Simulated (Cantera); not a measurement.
Feed: 1 mol SiHCl3, 8.7 mol H2, a varied amount of HCl, at 0.190 bar.

Points: T (K) = 875, 925, 975, 1025, 1075, 1125, 1175, 1225, 1275, 1325, 1375, 1425; n(HCl) (mol) = 0.092, 0.16, 0.28, 0.48, 0.83, 1.4, 2.5, 4.3.

Cantera's Mixture.equilibrate('TP', solver="vcs", rtol=1e-11, max_steps=5000) on the NASA tables stopped like this:

```
ERROR: FAILURE its = 5001!

*******************************************************************************
CanteraError thrown by MultiPhase::equilibrate:
VCS solver failed. Return code: -1
*******************************************************************************
```

What got this run through?

Several could match; the one computed here: The failure is numerical, not chemical. The same input converged with solver="gibbs", rtol=1e-10, max_steps=50000, and the result passed a check of the equilibrium conditions:
```
    875      0.092  Si(cr)
    875       0.16  Si(cr)
    875       0.28  Si(cr)
    875       0.48  Si(cr)
    875       0.83  gas only
    875        1.4  gas only
    875        2.5  gas only
    875        4.3  gas only
    925      0.092  Si(cr)
    925       0.16  Si(cr)
    925       0.28  Si(cr)
    925       0.48  Si(cr)
    925       0.83  gas only
    925        1.4  gas only
    925        2.5  gas only
    925        4.3  gas only
    975      0.092  Si(cr)
    975       0.16  Si(cr)
    975       0.28  Si(cr)
    975       0.48  Si(cr)
    975       0.83  gas only
    975        1.4  gas only
    975        2.5  gas only
    975        4.3  gas only
   1025      0.092  Si(cr)
   1025       0.16  Si(cr)
   1025       0.28  Si(cr)
   1025       0.48  Si(cr)
   1025       0.83  Si(cr)
   1025        1.4  gas only
   1025        2.5  gas only
   1025        4.3  gas only
   1075      0.092  Si(cr)
   1075       0.16  Si(cr)
   1075       0.28  Si(cr)
   1075       0.48  Si(cr)
   1075       0.83  Si(cr)
   1075        1.4  gas only
   1075        2.5  gas only
   1075        4.3  gas only
   1125      0.092  Si(cr)
   1125       0.16  Si(cr)
   1125       0.28  Si(cr)
   1125       0.48  Si(cr)
   1125       0.83  Si(cr)
   1125        1.4  gas only
   1125        2.5  gas only
   1125        4.3  gas only
   1175      0.092  Si(cr)
   1175       0.16  Si(cr)
   1175       0.28  Si(cr)
   1175       0.48  Si(cr)
   1175       0.83  Si(cr)
   1175        1.4  gas only
   1175        2.5  gas only
   1175        4.3  gas only
   1225      0.092  Si(cr)
   1225       0.16  Si(cr)
   1225       0.28  Si(cr)
   1225       0.48  Si(cr)
   1225       0.83  Si(cr)
   1225        1.4  gas only
   1225        2.5  gas only
   1225        4.3  gas only
   1275      0.092  Si(cr)
   1275       0.16  Si(cr)
   1275       0.28  Si(cr)
   1275       0.48  Si(cr)
   1275       0.83  Si(cr)
   1275        1.4  gas only
   1275        2.5  gas only
   1275        4.3  gas only
   1325      0.092  Si(cr)
   1325       0.16  Si(cr)
   1325       0.28  Si(cr)
   1325       0.48  Si(cr)
   1325       0.83  Si(cr)
   1325        1.4  gas only
   1325        2.5  gas only
   1325        4.3  gas only
   1375      0.092  Si(cr)
   1375       0.16  Si(cr)
   1375       0.28  Si(cr)
   1375       0.48  Si(cr)
   1375       0.83  Si(cr)
   1375        1.4  gas only
   1375        2.5  gas only
   1375        4.3  gas only
   1425      0.092  Si(cr)
   1425       0.16  Si(cr)
   1425       0.28  Si(cr)
   1425       0.48  Si(cr)
   1425       0.83  Si(cr)
   1425        1.4  gas only
   1425        2.5  gas only
   1425        4.3  gas only
```

The gas is ideal and each condensed phase is pure. The tables' values for SiCl3 are old estimates.
